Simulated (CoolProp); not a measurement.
Vapour-liquid equilibrium of toluene (1) + n-nonane (2) at 429.9 K; x and y are mole fractions of (1).

Computed with CoolProp (multi-fluid Helmholtz-energy mixture model, Lemmon 2006 and Lemmon 2006; pair parameters Bell 2016).

Question: Give the bubble pressure and the first vapour's composition at x = 0.125, 0.35, 0.425. Is there an azeotrope?

Answer: x = 0.125: 150.2 kPa, y = 0.297; x = 0.35: 202.5 kPa, y = 0.595; x = 0.425: 218.3 kPa, y = 0.660. No azeotrope shows between x = 0.05 and 0.95.

The pair parameters rest on a limited set of measurements; away from them the model extrapolates.
